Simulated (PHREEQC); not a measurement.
Dissolve 160 mmol/kgw Cu(NO3)2 and 2.7 mmol/kgw FeCl3 at 20 °C. Closed to the air; pH follows from the charge balance.

Equilibrium calculation in PHREEQC: ion-association model, phreeqc.dat.

```json
[
 {"quantity": "pH", "before": "2.82", "after": "2.60"},
 {"quantity": "CuOH+ (mol/kgw)", "before": "4.08e-7", "after": "2.41e-7"},
 {"quantity": "Cu2(OH)2+2 (mol/kgw)", "before": "6.45e-8", "after": "2.23e-8"},
 {"quantity": "Cu(OH)2 (mol/kgw)", "before": "3.29e-10", "after": "1.15e-10"}
]
```

**Question.** Which change was made?
A) Cu(NO3)2 from 0.16 to 0.32 mol/kgw
B) diluted 10-fold with water
C) FeCl3 from 0.0027 to 0.0054 mol/kgw
D) FeCl3 left out
E) FeCl3 from 0.0027 to 0.00297 mol/kgw

**Answer.** C, FeCl3 from 0.0027 to 0.0054 mol/kgw

This is a speciation only: nothing precipitates in the calculation. Some of these states are supersaturated (in Hematite (slow to form), Goethite (slow to form), for instance).
